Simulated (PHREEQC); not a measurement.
Make-up at 15 °C: 2 mmol/kgw HF, 6.4 mmol/kgw H2SiF6, 55 mmol/kgw H3BO3 and 0.063 mmol/kgw HCl. Closed to the air; pH follows from the charge balance.

Equilibrium calculation in PHREEQC: ion-association model, phreeqc.dat.

- pH = 1.99
- ionic strength = 0.0138 mol/kgw
- total alkalinity = -40.5 meq/kg

```tsv
species	molality	activity	log γ
H3BO3	0.0485	0.0486	0.001
H+	0.0114	0.0103	-0.044
BF4-	0.00521	0.00464	-0.051
H4SiO4	0.00405	0.00406	0.001
SiF6-2	0.00235	0.00149	-0.198
HF	0.00184	0.00184	0.001
BF3OH-	0.000859	0.000765	-0.051
BF2(OH)2-	0.000442	0.000393	-0.051
F-	0.000160	0.000142	-0.052
Cl-	6.30e-5	5.60e-5	-0.051
BF(OH)3-	2.77e-6	2.46e-6	-0.051
HF2-	1.03e-6	9.17e-7	-0.051
```

Precipitation was switched off in this run. Examples of supersaturated solids here: SiO2(a), Quartz (slow to form). Others may be too. SiF6-2 is the database's only silicon fluoride. Real BF4- forms and hydrolyses slowly; the run takes it at equilibrium.
